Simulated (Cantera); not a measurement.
# Premixed flame

A freely propagating, adiabatic, planar premixed flame of CH4 : H2 : O2 : N2 : H2O = 1 : 0.05 : 2.05 : 7.69 : 0.071 (molar parts), equivalence ratio 0.99, unburnt at 425 K and 1.00 bar; mixture-averaged transport, grid criteria slope 0.08 and curve 0.16, no radiation.

Computed with Cantera and GRI-Mech 3.0 (53 species, 325 reactions). Burning velocities carry a grid error of a few per cent, more on coarse grids.

```tsv
z (mm)	T (K)	u (m/s)	x CH4	x H2	x O2	x HO2	x HCO	x HCN
-1.17	425	0.690	0.0920	0.00509	0.189	2.99e-8	<1e-8	<1e-8
-0.779	426	0.693	0.0918	0.00624	0.188	4.99e-7	<1e-8	<1e-8
-0.584	432	0.704	0.0913	0.00781	0.188	2.99e-6	<1e-8	<1e-8
-0.389	485	0.794	0.0878	0.0113	0.184	2.96e-5	<1e-8	3.08e-8
-0.195	890	1.47	0.0636	0.0175	0.152	0.000150	3.64e-7	5.29e-7
-0.0973	1321	2.21	0.0353	0.0206	0.111	0.000166	1.09e-5	1.45e-6
0	1719	2.90	0.00826	0.0204	0.0624	0.000102	4.99e-5	2.95e-6
0.0973	1879	3.16	0.000551	0.0157	0.0350	1.76e-5	1.56e-5	2.47e-6
0.195	1926	3.23	1.79e-5	0.0133	0.0260	7.88e-6	8.14e-7	9.42e-7
0.389	1981	3.30	3.49e-8	0.0126	0.0212	5.80e-6	4.75e-8	1.13e-7
0.779	2049	3.40	<1e-8	0.0114	0.0181	4.22e-6	2.69e-8	<1e-8
1.56	2124	3.51	<1e-8	0.00933	0.0152	2.82e-6	1.36e-8	<1e-8
3.11	2191	3.60	<1e-8	0.00715	0.0124	1.82e-6	<1e-8	<1e-8
```
x: mole fraction of selected species; z is measured from the peak of heat release.

- laminar burning velocity = 69.0 cm/s
- thermal thickness = 0.389 mm
- peak x(HO2) = 0.000168
- peak x(HCO) = 5.04e-5
- peak x(HCN) = 3.17e-6
- grid points = 150
